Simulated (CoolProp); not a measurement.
The numbers come from the reference Helmholtz-energy equation of state, Lemmon 2006 in CoolProp. It is a short technical equation, of lower accuracy than the large ones.

Task: For acetone, give the phase and the density (kg/m³), cv (kJ/(kg K)), isothermal compressibility (1/MPa), fugacity coefficient at 67.45 °C and 3.25 bar; 104.85 °C and 3.25 bar; 123.55 °C and 3.25 bar.

Result: 
- 67.45 °C and 3.25 bar: liquid; density 736, cv 1.63, isothermal compressibility 0.00200, fugacity coefficient 0.428
- 104.85 °C and 3.25 bar: gas; density 6.61, cv 1.53, isothermal compressibility 3.42, fugacity coefficient 0.916
- 123.55 °C and 3.25 bar: gas; density 6.18, cv 1.54, isothermal compressibility 3.34, fugacity coefficient 0.931
